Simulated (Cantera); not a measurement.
**Adiabatic ignition**

An adiabatic, constant-volume homogeneous reactor starts with CH₄ : O₂ : N₂ = 1 : 1.33 : 5.01 (molar parts), equivalence ratio 1.5, at 1775 K and 1700000 Pa.

Computed with Cantera and GRI-Mech 3.0 (53 species, 325 reactions). The pressure lies above the range GRI-Mech 3.0 was tuned for (to about 10 atm). Above 3000 K some thermodynamic fits are extrapolated.

```
t (s)     T (K)  P (bar)     x CH₄     x O₂    x C₂H₄   x CH₂O       x H     x HO₂
--------  -----  -------  --------  -------  --------  -------  --------  --------
6.00e-6    1787     17.1     0.131    0.179  0.000237  0.00130   5.43e-6   8.37e-5
1.23e-5    2112     20.8    0.0734    0.131   0.00573  0.00436  0.000369  0.000441
2.54e-5    3263     34.8  9.31e-11  0.00133    <1e-12  1.02e-7    0.0154   4.48e-6
5.22e-5    3258     34.7  9.59e-11  0.00128    <1e-12  1.03e-7    0.0153   4.31e-6
0.000107   3258     34.7  9.60e-11  0.00128    <1e-12  1.03e-7    0.0153   4.31e-6
0.000221   3258     34.7  9.60e-11  0.00128    <1e-12  1.03e-7    0.0153   4.31e-6
0.000455   3258     34.7  9.60e-11  0.00128    <1e-12  1.03e-7    0.0153   4.31e-6
0.000935   3258     34.7  9.60e-11  0.00128    <1e-12  1.03e-7    0.0153   4.31e-6
0.00192    3258     34.7  9.60e-11  0.00128    <1e-12  1.03e-7    0.0153   4.31e-6
0.00396    3258     34.7  9.60e-11  0.00128    <1e-12  1.03e-7    0.0153   4.31e-6
0.00814    3258     34.7  9.60e-11  0.00128    <1e-12  1.03e-7    0.0153   4.31e-6
0.0168     3258     34.7  9.60e-11  0.00128    <1e-12  1.03e-7    0.0153   4.31e-6
0.0345     3258     34.7  9.60e-11  0.00128    <1e-12  1.03e-7    0.0153   4.31e-6
0.0709     3258     34.7  9.60e-11  0.00128    <1e-12  1.03e-7    0.0153   4.31e-6
0.146      3258     34.7  9.60e-11  0.00128    <1e-12  1.03e-7    0.0153   4.31e-6
0.300      3258     34.7  9.60e-11  0.00128    <1e-12  1.03e-7    0.0153   4.31e-6
```
x: mole fraction; the columns are a selection and need not sum to one.

```
Item                                                                   Value
---------------------------------  -----------------------------------------
time of steepest temperature rise                                    12.9 µs
temperature at 0.300 s                                                3258 K
equilibrium temperature                                               3258 K
x(CH₄) at 0.300 s                  9.60e-11 (gas-phase equilibrium 1.10e-10)
x(O₂) at 0.300 s                     0.00128 (gas-phase equilibrium 0.00128)
x(C₂H₄) at 0.300 s                     <1e-12 (gas-phase equilibrium <1e-12)
```
